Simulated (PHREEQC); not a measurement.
A solution holds 0.058 mol KH2PO4, 0.0039 mol HCl and 0.00072 mol NiSO4 per kg of water, at 25 °C. Closed to the air; pH follows from the charge balance.

Model: ion-association model, wateq4f.dat, run in PHREEQC.

- pH = 3.29
- ionic strength = 0.0612 mol/kgw
- total alkalinity = -3.90 meq/kg

| species | molality | activity | log γ |
|---|---|---|---|
| K+ | 0.0579 | 0.0463 | -0.097 |
| H2PO4- | 0.0547 | 0.0447 | -0.088 |
| Cl- | 0.00390 | 0.00312 | -0.097 |
| H3PO4 | 0.00330 | 0.00334 | 0.006 |
| Ni+2 | 0.000702 | 0.000302 | -0.367 |
| H+ | 0.000601 | 0.000508 | -0.073 |
| SO4-2 | 0.000588 | 0.000256 | -0.361 |
| KSO4- | 0.000102 | 8.32e-5 | -0.088 |
| HSO4- | 1.56e-5 | 1.26e-5 | -0.092 |
| NiSO4 | 1.48e-5 | 1.50e-5 | 0.006 |
| HPO4-2 | 1.25e-5 | 5.46e-6 | -0.359 |
| NiCl+ | 2.91e-6 | 2.36e-6 | -0.092 |
| KHPO4- | 6.03e-7 | 4.93e-7 | -0.088 |

This is a speciation only: nothing precipitates in the calculation. Complexes and solids missing from the database can't appear. H3PO4, which wateq4f.dat lacks, is added to it with the constant of phreeqc.dat. The database has no phosphate complexes of Ni.
